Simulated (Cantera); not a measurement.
# Counterflow diffusion flame

A counterflow diffusion flame at 101000 Pa, nozzles 20 mm apart: fuel side 46.7 % CH4, 5.61 % C2H6, 15.0 % C3H8, 32.7 % N2 at 300 K, oxidiser side 26.0 % O2, 74.0 % N2 at 575 K, fuel mass flux 1.3 times the oxidiser's; mixture-averaged transport, no radiation.

Model: GRI-Mech 3.0 (53 species, 325 reactions), integrated in Cantera. GRI-Mech 3.0 was tuned for natural gas; its chemistry of propane as a main component is partial and can be far from experiment. GRI-Mech 3.0 has no aromatics or soot, which form on the fuel side of real flames. The maximum strain rate includes the flame's own expansion and is several times the mean.

```json
[
 {"oxidiser flux (kg/m²/s)": "0.25", "max strain (1/s)": "214", "mean strain (1/s)": "36.3", "T max (K)": "2267", "peak x OH": "0.0118", "peak x H": "0.00528", "peak x NO": "0.000468", "peak x CO": "0.0792", "peak x C2H2": "0.0286"},
 {"oxidiser flux (kg/m²/s)": "0.36", "max strain (1/s)": "297", "mean strain (1/s)": "52.3", "T max (K)": "2246", "peak x OH": "0.0119", "peak x H": "0.00561", "peak x NO": "0.000425", "peak x CO": "0.0779", "peak x C2H2": "0.0276"},
 {"oxidiser flux (kg/m²/s)": "0.5", "max strain (1/s)": "401", "mean strain (1/s)": "72.7", "T max (K)": "2227", "peak x OH": "0.0119", "peak x H": "0.00589", "peak x NO": "0.000388", "peak x CO": "0.0768", "peak x C2H2": "0.0266"},
 {"oxidiser flux (kg/m²/s)": "0.7", "max strain (1/s)": "545", "mean strain (1/s)": "102", "T max (K)": "2208", "peak x OH": "0.0118", "peak x H": "0.00619", "peak x NO": "0.000351", "peak x CO": "0.0757", "peak x C2H2": "0.0255"},
 {"oxidiser flux (kg/m²/s)": "0.98", "max strain (1/s)": "745", "mean strain (1/s)": "142", "T max (K)": "2190", "peak x OH": "0.0117", "peak x H": "0.00648", "peak x NO": "0.000314", "peak x CO": "0.0749", "peak x C2H2": "0.0243"},
 {"oxidiser flux (kg/m²/s)": "1.4", "max strain (1/s)": "1040", "mean strain (1/s)": "204", "T max (K)": "2170", "peak x OH": "0.0115", "peak x H": "0.00678", "peak x NO": "0.000274", "peak x CO": "0.0742", "peak x C2H2": "0.0230"},
 {"oxidiser flux (kg/m²/s)": "1.9", "max strain (1/s)": "1370", "mean strain (1/s)": "276", "T max (K)": "2150", "peak x OH": "0.0113", "peak x H": "0.00698", "peak x NO": "0.000236", "peak x CO": "0.0737", "peak x C2H2": "0.0217"}
]
```
x: mole fraction; the columns are a selection and need not sum to one.
